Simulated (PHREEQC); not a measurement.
# Nickel, zinc or cadmium bath: an equilibrium model

Solution (25 °C): 80 mmol/kgw CdSO4, 0.046 mmol/kgw KCl and 15 mmol/kgw NiCl2. Closed to the air; pH follows from the charge balance.

The numbers come from PHREEQC with the ion-association model, wateq4f.dat.

```
Quantity                Value
--------------  -------------
pH                       5.80
ionic strength  0.175 mol/kgw
```

```
species     molality  activity   log γ
----------  --------  --------  ------
SO4-2         0.0309   0.00950  -0.513
Cd+2          0.0309   0.00989  -0.495
CdSO4         0.0260    0.0271   0.017
Cl-           0.0152    0.0110  -0.141
CdCl+         0.0138    0.0104  -0.124
Ni+2         0.00948   0.00303  -0.495
Cd(SO4)2-2   0.00881   0.00282  -0.495
NiSO4        0.00540   0.00562   0.017
CdCl2       0.000456  0.000475   0.017
NiCl+       0.000111   8.37e-5  -0.124
K+           4.32e-5   3.12e-5  -0.141
```

This is a speciation only: nothing precipitates in the calculation. Species that the database lacks are ignored.
